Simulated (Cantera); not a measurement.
A closed system holds: 1 mol CHF3, 9.8 mol H2, at 0.0218 Torr.

Method: chemical equilibrium by Gibbs-energy minimisation in Cantera with the NASA 1993 tables (ideal gas, pure condensed phases). Candidate condensed phases: C, C6H6, C7H8, C8H18; 95 gas species. Kinetics and transport are ignored.

log p: log10 of the partial pressure in bar; n: condensed amount in mol.

```
T (K)     log p H    log p H2  log p HF    log p C3     log p F  n C(graphite)
-----  ----------  ----------  --------  ----------  ----------  -------------
1375        -7.80       -4.67     -5.13        <-16      -13.25          1.000
1475        -7.22       -4.67     -5.13        <-16      -12.33          1.000
1575        -6.72       -4.67     -5.13      -16.36      -11.52          1.000
1675   (withheld)       -4.67     -5.14  (withheld)  (withheld)          0.999
1775        -5.88       -4.69     -5.14      -13.28      -10.17          0.998
1875        -5.54       -4.72     -5.15      -11.99       -9.60          0.995
1975   (withheld)  (withheld)     -5.18  (withheld)  (withheld)          0.990
2075        -5.01       -4.88     -5.21       -9.78       -8.60          0.983
2175        -4.84       -5.05     -5.26       -8.84       -8.15          0.974
2275        -4.72       -5.30     -5.31       -7.98       -7.69          0.949
2375        -4.66       -5.62     -5.35       -7.19       -7.22          0.817
2475        -4.64       -5.98     -5.39       -6.47       -6.76          0.126
```

Question: Complete the blanks.

Answer: 
- 1675, log p H: -6.27
- 1675, log p C3: -14.73
- 1675, log p F: -10.80
- 1975, log p H: -5.25
- 1975, log p H2: -4.78
- 1975, log p C3: -10.83
- 1975, log p F: -9.08
